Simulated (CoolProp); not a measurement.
Isopentane along the isobar 38.6 bar: Z from the reference equation and from simpler models built on Tc = 460.3 K, pc = 33.78 bar, ω = 0.227; each cubic takes its own stable root.

Model: reference Helmholtz-energy equation of state, Lemmon 2006, in CoolProp. It is a short technical equation, of lower accuracy than the large ones.

```
T (K)          phase  reference  van der Waals  Redlich-Kwong  Soave-Redlich-Kwong  Peng-Robinson
-----  -------------  ---------  -------------  -------------  -------------------  -------------
415.4         liquid     0.1690         0.2626         0.1971               0.1905         0.1689
425.9         liquid     0.1718         0.2660         0.2027               0.1963         0.1743
436.5         liquid     0.1763         0.2715         0.2109               0.2050         0.1826
447.1         liquid     0.1838         0.2804         0.2236               0.2187         0.1957
457.7         liquid     0.1983         0.2957         0.2460               0.2442         0.2204
468.3  supercritical     0.2696         0.3284         0.3060               0.3274         0.3045
478.8  supercritical     0.4842         0.4448         0.4720               0.5035         0.4749
489.4  supercritical     0.5678         0.5438         0.5547               0.5838         0.5539
500    supercritical     0.6231         0.5992         0.6082               0.6377         0.6076
```
